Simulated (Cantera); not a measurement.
Carbon deposition, reforming and gasification: C2H6 + CO2 + N2 + NH3

Charge: 1 mol C2H6, 0.036 mol CO2, 3 mol N2, 0.38 mol NH3, equilibrated at 2150 K and 1400 Pa.

Cantera equilibrium calculation (NASA polynomials, part measured and part estimated; ideal gas, pure solids and liquids). Candidate condensed phases: C, C6H6, C7H8, C8H18, H2O; 136 gas species. The numbers say what is thermodynamically allowed, not how fast it happens.

```
Item                    Result
-------------------  ---------
x(H2)                    0.496
x(N2)                    0.455
x(H)                    0.0251
x(HCN)                  0.0121
x(CO)                   0.0104
x(C2H2 (acetylene))   0.000961
x(HNC)                0.000887
x(CN)                  1.99e-5
x(C2N2)                3.07e-6
n(C(graphite))        1.86 mol
gas amount           6.919 mol
```
